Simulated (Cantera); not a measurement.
**Moist CO burnout**

An isothermal, constant-pressure homogeneous reactor starts with 0.479 % CO, 1.76 % O₂, 0.0332 % H₂O, 97.7 % N₂, at 1448 K and 0.210 bar.

Model: GRI-Mech 3.0 (53 species, 325 reactions), integrated in Cantera.

```tsv
t (s)	x CO	x O₂	x H₂O	x H	x NO	x OH
1.00e-6	0.00479	0.0176	0.000332	<1e-12	<1e-12	<1e-12
1.00e-5	0.00479	0.0176	0.000332	<1e-12	<1e-12	1.01e-12
0.000100	0.00479	0.0176	0.000332	1.52e-12	<1e-12	1.80e-11
0.00100	0.00479	0.0176	0.000332	1.52e-10	<1e-12	9.59e-10
0.0100	0.00479	0.0176	0.000332	5.67e-8	6.54e-12	3.25e-7
0.100	0.000411	0.0150	0.000252	7.61e-5	2.34e-6	7.29e-5
1.00	5.64e-6	0.0152	0.000328	1.48e-7	3.63e-6	9.96e-6
10.0	2.50e-7	0.0152	0.000332	2.17e-9	3.70e-6	2.46e-6
100	1.86e-7	0.0152	0.000332	1.49e-9	3.78e-6	2.17e-6
```
x: mole fraction; the columns are a selection and need not sum to one.

Equilibrium at this temperature and pressure: CO 1.87e-7, O₂ 0.0151, H₂O 0.000332, H 1.50e-9, NO 0.000282, OH 2.16e-6 (gas phase only).
